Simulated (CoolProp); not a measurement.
Saturation properties of methane.

Computed with CoolProp (reference Helmholtz-energy equation of state, Setzmann 1991).

```csv
T (K),p (kPa),vapour density (kg/m³),enthalpy of vaporisation (kJ/kg)
114.2,124.2,2.190,506.1
118.7,174.4,2.993,497.3
123.2,238.6,4.000,487.8
127.7,319.1,5.243,477.6
132.2,418.2,6.757,466.5
136.7,538.3,8.585,454.6
141.2,681.9,10.77,441.6
145.7,851.4,13.38,427.4
150.2,1049,16.48,411.9
154.7,1279,20.15,394.8
159.2,1542,24.52,375.9
163.7,1841,29.75,354.7
168.2,2181,36.07,330.8
172.7,2563,43.84,303.3
```

It boils at 111.7 K under 1 atm.
